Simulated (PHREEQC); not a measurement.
A made-up water analysis in mg/L, 25 °C, pH 6.78, pe 9.6:

```
constituent          mg/L
------------------  -----
Na                     12
K                    7.92
Ca                   2.45
Mg                   8.02
Cl                   24.3
S(6) as SO4          15.9
Alkalinity as HCO3   31.3
Si as SiO2          0.109
```

Valence states are taken as typed.

Model: ion-association model, wateq4f.dat, run in PHREEQC.

Precipitation was switched off in this run.

**Question.** Order these S species by the share of S that they hold, largest first: SO4-2, KSO4-, CaSO4, MgSO4, NaSO4-.

**Answer.** SO4-2 (94 %), MgSO4 (4.8 %), CaSO4 (0.75 %), NaSO4- (0.20 %), KSO4- (0.11 %)

The pH is 6.78 and the ionic strength 0.00203 mol/kgw. Species that the database lacks are ignored.
